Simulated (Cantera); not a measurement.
A Cantera script and what it prints.

```python
import numpy as np
import cantera as ct

gas_names = """
    Br Br2 Ca CaBr CaBr2 CaO CaOH CaO2H2 Ca2 H HBr HO2 H2 H2O H2O2 O OH O2 O3
""".split()
cond_names = """
    Br2(cr) Br2(L) Ca(a) Ca(b) Ca(L) CaBr2(s) CaBr2(L) CaO(s) CaO(L) CaO2H2(s) H2O(s) H2O(L)
""".split()


# ... load() reads the species with a 1 bar reference pressure and builds the phases ...
atoms = {
    'CaO': {'Ca': 1, 'O': 1},
    'HBr': {'H': 1, 'Br': 1},
    'O2': {'O': 2},
}
top_T = {}  # K; cautious upper limits of use, not melting points


# ... equilibrate(T, P, feed) seeds the gas with the atoms and calls Mixture.equilibrate('TP', solver="vcs", rtol=1e-11, max_steps=5000) ...
results = []
P = 133.322  # Pa
for T in [798, 898, 998, 1098, 1198, 1298, 1398, 1498, 1598, 1698, 1798, 1898]:
    for m in [1.8, 2.2, 2.8, 3.5, 4.4, 5.6, 7, 8.8, 11, 14, 17, 22, 28]:
        feed = {'CaO': 1, 'HBr': m, 'O2': 1.4}  # mol
        mix = equilibrate(T, P, feed)
        results.append((T, P, feed, dict(zip(mix.species_names, mix.species_moles))))

for T, P, feed, n in results:
    print(f"{T:7g} {feed['HBr']:10.4g}  " + (" + ".join(c for c in cond_names if n.get(c, 0) > 1e-12) or "gas only"))
```

Output:

```
    798        1.8  CaBr2(s) + CaO(s)
    798        2.2  CaBr2(s) + CaO(s)
    798        2.8  CaBr2(s)
    798        3.5  CaBr2(s)
    798        4.4  CaBr2(s)
    798        5.6  CaBr2(s)
    798          7  CaBr2(s)
    798        8.8  CaBr2(s)
    798         11  CaBr2(s)
    798         14  CaBr2(s)
    798         17  CaBr2(s)
    798         22  CaBr2(s)
    798         28  CaBr2(s)
    898        1.8  CaBr2(s) + CaO(s)
    898        2.2  CaBr2(s) + CaO(s)
    898        2.8  CaBr2(s) + CaO(s)
    898        3.5  CaBr2(s)
    898        4.4  CaBr2(s)
    898        5.6  CaBr2(s)
    898          7  CaBr2(s)
    898        8.8  CaBr2(s)
    898         11  CaBr2(s)
    898         14  CaBr2(s)
    898         17  CaBr2(s)
    898         22  CaBr2(s)
    898         28  CaBr2(s)
    998        1.8  CaO(s)
    998        2.2  CaBr2(s) + CaO(s)
    998        2.8  CaBr2(s) + CaO(s)
    998        3.5  CaBr2(s) + CaO(s)
    998        4.4  CaBr2(s) + CaO(s)
    998        5.6  CaBr2(s)
    998          7  CaBr2(s)
    998        8.8  CaBr2(s)
    998         11  CaBr2(s)
    998         14  CaBr2(s)
    998         17  CaBr2(s)
    998         22  CaBr2(s)
    998         28  CaBr2(s)
   1098        1.8  CaO(s)
   1098        2.2  CaO(s)
   1098        2.8  CaO(s)
   1098        3.5  CaO(s)
   1098        4.4  CaO(s)
   1098        5.6  CaBr2(L) + CaO(s)
   1098          7  CaBr2(L)
   1098        8.8  CaBr2(L)
   1098         11  CaBr2(L)
   1098         14  CaBr2(L)
   1098         17  CaBr2(L)
   1098         22  CaBr2(L)
   1098         28  CaBr2(L)
   1198        1.8  CaO(s)
   1198        2.2  CaO(s)
   1198        2.8  CaO(s)
   1198        3.5  CaO(s)
   1198        4.4  CaO(s)
   1198        5.6  CaO(s)
   1198          7  CaO(s)
   1198        8.8  CaBr2(L) + CaO(s)
   1198         11  CaBr2(L)
   1198         14  CaBr2(L)
   1198         17  CaBr2(L)
   1198         22  gas only
   1198         28  gas only
   1298        1.8  CaO(s)
   1298        2.2  CaO(s)
   1298        2.8  CaO(s)
   1298        3.5  CaO(s)
   1298        4.4  CaO(s)
   1298        5.6  CaO(s)
   1298          7  CaO(s)
   1298        8.8  CaO(s)
   1298         11  gas only
   1298         14  gas only
   1298         17  gas only
   1298         22  gas only
   1298         28  gas only
   1398        1.8  CaO(s)
   1398        2.2  CaO(s)
   1398        2.8  CaO(s)
   1398        3.5  CaO(s)
   1398        4.4  CaO(s)
   1398        5.6  CaO(s)
   1398          7  CaO(s)
   1398        8.8  CaO(s)
   1398         11  gas only
   1398         14  gas only
   1398         17  gas only
   1398         22  gas only
   1398         28  gas only
   1498        1.8  CaO(s)
   1498        2.2  CaO(s)
   1498        2.8  CaO(s)
   1498        3.5  CaO(s)
   1498        4.4  CaO(s)
   1498        5.6  CaO(s)
   1498          7  CaO(s)
   1498        8.8  gas only
   1498         11  gas only
   1498         14  gas only
   1498         17  gas only
   1498         22  gas only
   1498         28  gas only
   1598        1.8  CaO(s)
   1598        2.2  CaO(s)
   1598        2.8  CaO(s)
   1598        3.5  CaO(s)
   1598        4.4  CaO(s)
   1598        5.6  CaO(s)
   1598          7  CaO(s)
   1598        8.8  gas only
   1598         11  gas only
   1598         14  gas only
   1598         17  gas only
   1598         22  gas only
   1598         28  gas only
   1698        1.8  CaO(s)
   1698        2.2  CaO(s)
   1698        2.8  CaO(s)
   1698        3.5  CaO(s)
   1698        4.4  CaO(s)
   1698        5.6  CaO(s)
   1698          7  CaO(s)
   1698        8.8  gas only
   1698         11  gas only
   1698         14  gas only
   1698         17  gas only
   1698         22  gas only
   1698         28  gas only
   1798        1.8  CaO(s)
   1798        2.2  CaO(s)
   1798        2.8  CaO(s)
   1798        3.5  CaO(s)
   1798        4.4  CaO(s)
   1798        5.6  CaO(s)
   1798          7  CaO(s)
   1798        8.8  gas only
   1798         11  gas only
   1798         14  gas only
   1798         17  gas only
   1798         22  gas only
   1798         28  gas only
   1898        1.8  CaO(s)
   1898        2.2  CaO(s)
   1898        2.8  CaO(s)
   1898        3.5  CaO(s)
   1898        4.4  CaO(s)
   1898        5.6  CaO(s)
   1898          7  CaO(s)
   1898        8.8  gas only
   1898         11  gas only
   1898         14  gas only
   1898         17  gas only
   1898         22  gas only
   1898         28  gas only
```

Cantera equilibrium calculation (NASA polynomials, part measured and part estimated; ideal gas, pure solids and liquids). Mutual solubility and eutectic melting of coexisting phases are not modelled.
